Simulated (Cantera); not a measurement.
Feed: 1 mol SiH2Cl2, 1.2 mol NO, equilibrated at 1477 °C and 10.0 Torr.

Cantera equilibrium calculation (NASA polynomials, part measured and part estimated; ideal gas, pure solids and liquids). The tables' values for SiCl3, SiCl are old estimates; treat these amounts as uncertain. The tables hold silica as quartz up to 1696 K and as liquid above; real silica turns to tridymite and cristobalite and melts near 1996 K. Equilibrium is a limit: real reactors are often held back by kinetics, nucleation or transport.

```
species                 before     after
--------------------  --------  --------
HCl                      0.517     0.525
N2                       0.202     0.210
H2                      0.0780     0.116
SiO                      0.128    0.0453
SiCl2                   0.0605    0.0811
SiCl3                  0.00820    0.0150
SiHCl3                 6.58e-5  0.000226
SiCl4                  0.00197   0.00608
Cl                     0.00288  0.000949
H2O                    3.67e-5   1.68e-5
H                     0.000563  0.000268
SiCl                   1.50e-5   7.85e-6
SiO2(condensed), mol     0.410         0
SiO2(β-quartz), mol          0     0.517
Si2N2O(s), mol               0    0.0467
```
Gas species are given as mole fractions.

**Question.** Which change was made?
A) temperature from 1477 °C to 1377 °C
B) NO from 1.2 to 2.1 mol
C) temperature from 1477 °C to 1802 °C
D) NO from 1.2 to 0.1 mol

**Answer.** A, temperature from 1477 °C to 1377 °C. Mutual solubility and eutectic melting of coexisting phases are not modelled. The tables' values for SiCl3 are old estimates; treat these amounts as uncertain
